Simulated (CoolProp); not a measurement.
Vapour-liquid equilibrium of benzene (1) + cyclohexane (2) at 438 K; x and y are mole fractions of (1).

The numbers come from the multi-fluid Helmholtz-energy mixture model, Thol 2012 and Zhou 2014; pair parameters Bell 2016 in CoolProp.

Question: Give the bubble pressure and the first vapour's composition at x = 0.425, 0.5, 0.95. Is there an azeotrope?

Answer: x = 0.425: 0.8078 MPa, y = 0.448; x = 0.5: 0.8128 MPa, y = 0.515; x = 0.95: 0.7893 MPa, y = 0.941. y crosses x between x = 0.575 and 0.65: the model has an azeotrope there.

Pair parameters are fitted to limited data, so mixtures are less certain than the pure fluids.
